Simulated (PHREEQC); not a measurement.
Dissolve 30 mmol/kgw NH3 and 0.0076 mmol/kgw CO2 at 35 °C. Closed to the air; pH follows from the charge balance.

Computed with PHREEQC (ion-association model, wateq4f.dat).

```
quantity                    before    after
------------------------  --------  -------
pH                           10.55     5.77
ionic strength (mol/kgw)  0.000765  1.71e-6
```

**Question.** Name the change that produced these shifts.
A) CO2 from 7.6e-06 to 7.6e-05 mol/kgw
B) CO2 from 7.6e-06 to 8.36e-06 mol/kgw
C) temperature from 35 to 5 °C
D) NH3 left out
E) CO2 left out

**Answer.** D, NH3 left out

This is a speciation only: nothing precipitates in the calculation.
